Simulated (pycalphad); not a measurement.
All values are pycalphad results on the COST 507 light-alloy database (1999) (1 atm), not direct measurements. No gas phase is included, though pure Mg would boil below 1650 K. The database dates from 1999; later assessments differ in places, in temperatures and in the compounds included. Diffusion is slow at the low end, where real alloys seldom reach equilibrium.

Molar enthalpy of Mg-7.7Si-89.2Al (at.%) in equilibrium (SER reference):

```json
[
 {"T (K)": "1650", "H (kJ/mol)": "52.85", "phases": "liquid"},
 {"T (K)": "1550", "H (kJ/mol)": "49.71", "phases": "liquid"},
 {"T (K)": "1450", "H (kJ/mol)": "46.56", "phases": "liquid"},
 {"T (K)": "1350", "H (kJ/mol)": "43.41", "phases": "liquid"},
 {"T (K)": "1250", "H (kJ/mol)": "40.26", "phases": "liquid"},
 {"T (K)": "1150", "H (kJ/mol)": "37.11", "phases": "liquid"},
 {"T (K)": "1050", "H (kJ/mol)": "33.97", "phases": "liquid"},
 {"T (K)": "950", "H (kJ/mol)": "30.83", "phases": "liquid"},
 {"T (K)": "900", "H (kJ/mol)": "29.27", "phases": "liquid"},
 {"T (K)": "850", "H (kJ/mol)": "24.47", "phases": "liquid + fcc"},
 {"T (K)": "800", "H (kJ/mol)": "13.25", "phases": "fcc + diamond (Si) + MG2SI"},
 {"T (K)": "750", "H (kJ/mol)": "11.51", "phases": "fcc + diamond (Si) + MG2SI"},
 {"T (K)": "650", "H (kJ/mol)": "8.35", "phases": "fcc + diamond (Si) + MG2SI"},
 {"T (K)": "550", "H (kJ/mol)": "5.48", "phases": "fcc + diamond (Si) + MG2SI"},
 {"T (K)": "450", "H (kJ/mol)": "2.80", "phases": "fcc + diamond (Si) + MG2SI"},
 {"T (K)": "350", "H (kJ/mol)": "0.25", "phases": "fcc + diamond (Si) + MG2SI"}
]
```

Cooling from 900 K to 800 K, across the freezing range, releases 16.0 kJ/mol, or 594 J/g. The slope is 31 J/(mol K) in the liquid and 35 J/(mol K) just below the solidus, where it includes any heat of precipitation. Liquidus 873 K, solidus 831 K. Changes were sought between steps of 50 K, so a narrower field can be missed.

Database names, with the compositions (at.%) that they take in these runs: MG2SI: Mg 67 Si 33.
